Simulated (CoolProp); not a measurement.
A single-stage vapour-compression cycle with propylene: evaporating at 224.15 K (dew point), condensing at 279.15 K (bubble point), superheat 2 K, subcooling 0 K, compressor efficiency 0.8, no pressure losses. Each further row changes one setting.

The numbers come from the reference Helmholtz-energy equation of state, Lemmon 2013 in CoolProp.

| case | cooling COP | pressure ratio | discharge temperature (K) | refrigerating effect (kJ/kg) | volumetric capacity (kJ/m³) |
|---|---|---|---|---|---|
| as stated | 2.58 | 7.32 | 319.2 | 315 | 694 |
| evaporating temperature 229.15 K | 2.97 | 5.84 | 314.3 | 321 | 871 |
| condensing temperature 274.15 K | 2.92 | 6.33 | 312.0 | 328 | 722 |
| subcooling 5 K | 2.69 | 7.32 | 319.2 | 328 | 722 |
| superheat 12 K | 2.57 | 7.32 | 330.2 | 329 | 690 |
| compressor efficiency 0.7 | 2.26 | 7.32 | 329.2 | 315 | 694 |
